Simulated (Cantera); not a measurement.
A diamond (100) surface in a fixed gas of H2 with x(CH4) = 0.0042, x(CH3) = 0.00016, at 1073 K, 24000 Pa; coverages are run to steady state.

Model: the Harris–Goodwin 1993 mechanism for the reconstructed diamond (100) surface, integrated in Cantera.

One state of this run: growth (µm/h) = 26.7; θ c6HH = 0.528; θ c6H* = 0.0254; θ c6*H = 0.421; θ c6** = 0.0155; θ c6HM = 0.00679. θ: site fractions in the mechanism's names (c6HH fully hydrogenated, c6H* and c6*H radical sites, c6** diradical, c6HM methylated).

**Question.** Which value of x(H) does it belong to?
A. 0.00021
B. 0.0093
C. 0.00045
D. 0.00097

**Answer.** B, 0.0093
